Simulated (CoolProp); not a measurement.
Hexamethyldisiloxane (MM) along the isotherm 620 K: Z from the reference equation and from simpler models built on Tc = 518.7 K, pc = 1931 kPa, ω = 0.418; each cubic takes its own stable root.

The numbers come from the reference Helmholtz-energy equation of state, Thol 2016 in CoolProp.

```csv
p (kPa),phase,reference
181,gas,0.9825
362,gas,0.9648
543,gas,0.9469
724,gas,0.9290
905,gas,0.9111
1090,gas,0.8927
1270,gas,0.8750
1450,gas,0.8574
1630,gas,0.8400
1810,gas,0.8229
1990,supercritical,0.8060
2170,supercritical,0.7894
2350,supercritical,0.7732
2530,supercritical,0.7573
2720,supercritical,0.7408
2900,supercritical,0.7257
```

Problem. How far does each simpler model (Pitzer virial, van der Waals) lie from the reference over these 16 states: mean and median of the absolute difference, and the worst?

Solution. 
- Pitzer virial: mean 1.1 %, median 1.3 %, worst +1.7 % at 620 K and 2350 kPa
- van der Waals: mean 4.2 %, median 2.5 %, worst -13.6 % at 620 K and 2900 kPa
